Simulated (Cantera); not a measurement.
An isothermal, constant-pressure homogeneous reactor starts with CH4 : H2 = 1 : 81 (molar parts), at 1450 K and 0.0267 bar. Integrator tolerance rtol = 1e-08.

Cantera simulation using GRI-Mech 3.0 (53 species, 325 reactions); the numbers are that mechanism's predictions, not measurements. GRI-Mech 3.0 stops at C3 and has no aromatics, soot or wall deposition, so with more carbon than oxygen in the feed, carbon stays in small species such as C2H2 where larger ones or solid carbon would form. Radical loss at walls, strong at low pressure, is not modelled.

What does this change do: pressure from 0.0267 bar to 0.0133 bar?


```
quantity                                              before                                      after
-----------------  -----------------------------------------  -----------------------------------------
x(CH4) at 30.0 s      0.0110 (gas-phase equilibrium 0.00266)     0.0112 (gas-phase equilibrium 0.00142)
x(H2) at 30.0 s          0.988 (gas-phase equilibrium 0.993)        0.988 (gas-phase equilibrium 0.993)
x(C2H4) at 30.0 s    1.00e-5 (gas-phase equilibrium 5.82e-5)    5.98e-6 (gas-phase equilibrium 3.31e-5)
x(C2H2) at 30.0 s   0.000598 (gas-phase equilibrium 0.00465)   0.000476 (gas-phase equilibrium 0.00529)
x(CH3) at 30.0 s     1.20e-5 (gas-phase equilibrium 3.13e-6)    1.69e-5 (gas-phase equilibrium 2.36e-6)
x(CH2) at 30.0 s   5.02e-10 (gas-phase equilibrium 1.42e-10)  9.76e-10 (gas-phase equilibrium 1.52e-10)
x(C2H) at 30.0 s   4.45e-11 (gas-phase equilibrium 3.72e-10)  4.89e-11 (gas-phase equilibrium 5.98e-10)
```
